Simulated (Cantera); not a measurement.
## Premixed flame

A freely propagating, adiabatic, planar premixed flame of CH4 : O2 : N2 = 1 : 1.43 : 6.8 (molar parts), equivalence ratio 1.4, unburnt at 323 K and 760 Torr; mixture-averaged transport, grid criteria slope 0.08 and curve 0.16, no radiation.

Cantera simulation using GRI-Mech 3.0 (53 species, 325 reactions); the numbers are that mechanism's predictions, not measurements. Burning velocities carry a grid error of a few per cent, more on coarse grids.

```csv
z (mm),T (K),u (m/s),x CH4,x O2,x H,x CH2O,x CO2,x NO2
-5.82,323,0.0710,0.108,0.155,<1e-8,4.91e-8,5.20e-7,<1e-8
-3.88,331,0.0729,0.107,0.153,<1e-8,1.72e-6,1.80e-5,<1e-8
-2.91,359,0.0797,0.105,0.151,<1e-8,1.24e-5,0.000130,2.16e-8
-1.94,502,0.113,0.0944,0.140,<1e-8,0.000107,0.00115,1.47e-7
-0.970,956,0.218,0.0619,0.0972,1.67e-6,0.000597,0.00763,2.53e-7
-0.485,1306,0.301,0.0348,0.0585,3.22e-5,0.000635,0.0154,4.58e-8
0,1623,0.377,0.0107,0.0199,0.000321,0.000187,0.0258,<1e-8
0.485,1752,0.407,0.00321,0.00440,0.000529,4.23e-5,0.0332,<1e-8
0.970,1785,0.414,0.00191,0.00118,0.000394,1.43e-5,0.0367,<1e-8
1.94,1799,0.417,0.00147,0.000197,0.000191,4.20e-6,0.0394,<1e-8
3.88,1803,0.418,0.00131,2.28e-5,9.84e-5,1.70e-6,0.0411,<1e-8
7.76,1803,0.418,0.00114,1.60e-6,8.27e-5,1.17e-6,0.0420,<1e-8
15.5,1802,0.418,0.000919,2.95e-8,8.14e-5,8.64e-7,0.0423,<1e-8
```
x: mole fraction of selected species; z is measured from the peak of heat release.

```json
{
  "laminar_burning_velocity": "7.07 cm/s",
  "thermal_thickness": "1.94 mm",
  "peak x(H)": "0.000532",
  "peak x(CH2O)": "0.000706",
  "grid_points": "120"
}
```
